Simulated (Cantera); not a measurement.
A closed system holds: 1 mol SiC, 0.7 mol N₂O, 77 mol N₂, 0.18 mol CO₂, held at 2223 K and 1 atm.

Method: chemical equilibrium by Gibbs-energy minimisation in Cantera with the NASA 1993 tables (ideal gas, pure condensed phases). Candidate condensed phases: C, Si, SiC, SiO₂, Si₂N₂O, Si₃N₄; 34 gas species. The tables' values for SiN are old estimates; treat these amounts as uncertain. Kinetics and transport are ignored.

Base state: N₂ 0.986, CO 0.00813, SiO 0.00532, Si 0.000347, SiN 5.60e-5, Si₂N 4.65e-5, Si₂C 2.20e-5 (mole fractions); condensed: SiC(s).

Problem. What changes in the equilibrium state with this change: temperature from 2223 K to 1550 K?

Solution. 
| species | before | after |
|---|---|---|
| N₂ | 0.986 | 0.993 |
| CO | 0.00813 | 0.00720 |
| SiO | 0.00532 | 8.14e-7 |
| Si | 0.000347 | <1e-9 |
| SiN | 5.60e-5 | <1e-9 |
| Si₂N | 4.65e-5 | <1e-9 |
| Si₂C | 2.20e-5 | <1e-9 |
| SiC(s), mol | 0.537 | 0 |
| C(graphite), mol | 0 | 0.620 |
| Si₂N₂O(s), mol | 0 | 0.500 |
